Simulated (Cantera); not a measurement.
Input (Python, Cantera) and output of one run.

```python
import numpy as np
import cantera as ct

gas_names = """
    C CH CH2 CH3 CH2OH CH3O CH4 CH3OH CO CO2 COOH C2 C2H CHCO,ketyl C2H2,acetylene C2H2,vinylidene
    CH2CO,ketene C2H3,vinyl CH3CO,acetyl C2H4 C2H4O,ethylen CH3CHO,ethanal CH3COOH (HCOOH)2 C2H5 C2H6
    CH3OCH3 C2H5OH C2O C3 C3H3,propargyl C3H4,allene C3H4,propyne C3H4,cyclo- C3H5,allyl C3H6,propylene
    C3H6,cyclo- C3H6O C3H7,n-propyl C3H7,i-propyl C3H8 C3H8O,1propanol C3H8O,2propanol C3O2 C4 C4H2
    C4H4,1,3-cyclo- C4H6,butadiene C4H6,2-butyne C4H6,cyclo- C4H8,1-butene C4H8,cis2-buten
    C4H8,tr2-butene C4H8,isobutene C4H8,cyclo- (CH3COOH)2 C4H9,n-butyl C4H9,i-butyl C4H9,s-butyl
    C4H9,t-butyl C4H10,isobutane C4H10,n-butane C5 C5H6,1,3cyclo- C5H8,cyclo- C5H10,1-pentene
    C5H10,cyclo- C5H11,pentyl C5H11,t-pentyl C5H12,n-pentane C5H12,i-pentane CH3C(CH3)2CH3 C6H2
    C6H5,phenyl C6H5O,phenoxy C6H6 C6H5OH,phenol C6H10,cyclo- C6H12,1-hexene C6H12,cyclo- C6H13,n-hexyl
    C7H7,benzyl C7H8 C7H8O,cresol C7H14,1-heptene C7H15,n-heptyl C7H16,n-heptane C8H8,styrene
    C8H10,ethylbenz C8H16,1-octene C8H17,n-octyl C8H18,isooctane C8H18,n-octane C9H19,n-nonyl
    C10H8,naphthale C10H21,n-decyl C12H9,o-bipheny C12H10,bipheny H HCO HO2 H2 HCHO,formaldehy HCOOH H2O
    H2O2 O OH O2 O3 Si SiC SiC2 SiC4H12 SiH SiH2 SiH3 SiH4 SiO SiO2 Si2 Si2C Si3
""".split()
cond_names = """
    C(gr) C6H6(L) C7H8(L) C8H18(L),n-octa H2O(s) H2O(L) Si(cr) Si(L) SiC(b) SiO2(Lqz) SiO2(hqz) SiO2(L)
""".split()


def load(file, names, dense=False):
    # The tables refer to 1 bar. Condensed volumes are neglected.
    table = {s.name: s for s in ct.Species.list_from_file(file)}
    out = []
    for n in names:
        d = dict(table[n].input_data)
        d["thermo"] = dict(d["thermo"], **{"reference-pressure": 1e5})
        if dense:
            d["equation-of-state"] = {"model": "constant-volume", "density": "1e6 g/cm^3"}
        out.append(ct.Species.from_dict(d))
    return out


gas = ct.Solution(thermo="ideal-gas", species=load("nasa_gas.yaml", gas_names))
cond = {s.name: ct.Solution(thermo="fixed-stoichiometry", species=[s], name=s.name)
        for s in load("nasa_condensed.yaml", cond_names, dense=True)}
atoms = {
    'SiC': {'Si': 1, 'C': 1},
    'O2': {'O': 2},
    'H2': {'H': 2},
}
top_T = {'C(gr)': 4500, 'SiC(b)': 3050}  # K; cautious upper limits of use, not melting points


def equilibrate(T, P, feed):
    n = {}
    for name, mol in feed.items():
        for a, k in atoms[name].items():
            n[a] = n.get(a, 0.0) + k * mol
    gas.TPX = T, P, n
    mass = sum(n.values()) * gas.mean_molecular_weight
    gas.equilibrate("TP")
    valid = [c for c in cond.values() if c.min_temp <= T <= top_T.get(c.name, c.max_temp)]
    mix = ct.Mixture([(gas, mass / gas.mean_molecular_weight)] + [(c, 0.0) for c in valid])
    mix.T, mix.P = T, P
    mix.equilibrate("TP", solver="vcs", rtol=1e-11, max_steps=5000)
    return mix


results = []
feed = {'SiC': 1, 'O2': 0.012, 'H2': 23}  # mol
T = 1398.15  # K
P = 98  # Pa
mix = equilibrate(T, P, feed)
results.append((T, P, feed, dict(zip(mix.species_names, mix.species_moles))))
x = sorted(zip(gas.X, gas.species_names), reverse=True)
print(f"T = {T:g} K  P = {P:g} Pa  gas = {mix.phase_moles(0):.4g} mol")
print("   x: " + "  ".join(f"{s} {v:.3e}" for v, s in x if v > 0.001))
print("   condensed (mol): " + ("  ".join(f"{mix.phase(i).name} {mix.phase_moles(i):.4g}"
      for i in range(1, mix.n_phases) if mix.phase_moles(i) > 1e-12) or "none"))
```

Result:

```
T = 1398.15 K  P = 98 Pa  gas = 23.03 mol
   x: H2 9.988e-01
   condensed (mol): SiC(b) 0.988
```

These are equilibrium values from Cantera (NASA tables, ideal gas, pure condensed phases), not measurements of a reactor.
